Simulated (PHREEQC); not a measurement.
0.05 g of hydrous ferric oxide (600 m²/g; 0.2 weak and 0.005 strong sites per Fe, Dzombak-Morel constants, diffuse double layer) in 1 kg of water with 0.005 mol/kgw of an inert sodium salt and 0.0005 mmol/kgw NaH2PO4, at 25 °C; the pH is set by adding NaOH or the inert anion's acid. Oxygen alone is held at its pressure in air (log pO2 = -0.68). CO2 from the air is kept out. Precipitation was switched off in this run.

Base run: PHREEQC, ion-association model, wateq4f.dat. Each further column changes one thing. The table gives surface charge σ (C/m²).

| pH | base | background salt from 0.005 to 0.0005 mol/kgw | oxide from 0.05 to 0.25 g/kgw | 1.5e-05 mol/kgw H3BO3 added |
|---|---|---|---|---|
| 3 | 0.300 | 0.237 | 0.303 | 0.300 |
| 4 | 0.181 | 0.096 | 0.183 | 0.181 |
| 5 | 0.089 | 0.038 | 0.090 | 0.089 |
| 6 | 0.037 | 0.013 | 0.037 | 0.037 |
| 7 | 0.012 | 0.004 | 0.013 | 0.012 |
| 8 | 0.001 | 0.000 | 0.001 | 0.001 |
| 9 | -0.009 | -0.003 | -0.009 | -0.009 |
| 10 | -0.030 | -0.012 | -0.030 | -0.030 |
| 11 | -0.081 | -0.049 | -0.081 | -0.081 |

H3PO4, which wateq4f.dat lacks, is added to it with the constant of phreeqc.dat. The oxide is taken as insoluble; below pH 4 it would dissolve.
